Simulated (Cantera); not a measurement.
Charge: 1 mol AlN, 6.7 mol Cl₂, 95 mol H₂, held at 773 K and 42.0 Torr.

These are equilibrium values from Cantera (NASA tables, ideal gas, pure condensed phases), not measurements of a reactor. Candidate condensed phases: Al, AlCl₃, AlN, NH₄Cl; 20 gas species. Kinetics and transport are ignored.

Base state: H₂ 0.883, HCl 0.102, AlCl₃ 0.00977, N₂ 0.00491, Al₂Cl₆ 3.33e-5, NH₃ 1.29e-5 (mole fractions); condensed: gas only.

Q: What changes in the equilibrium state with this change: temperature from 773 K to 1925 K?

A: 
```csv
species,before,after
H₂,0.883,0.863
HCl,0.102,0.118
AlCl,<1e-9,0.00784
AlCl₃,0.00977,0.000533
H,<1e-9,0.00375
AlCl₂,<1e-9,0.00135
```
The tables' values for AlCl₂ are old estimates; treat these amounts as uncertain.
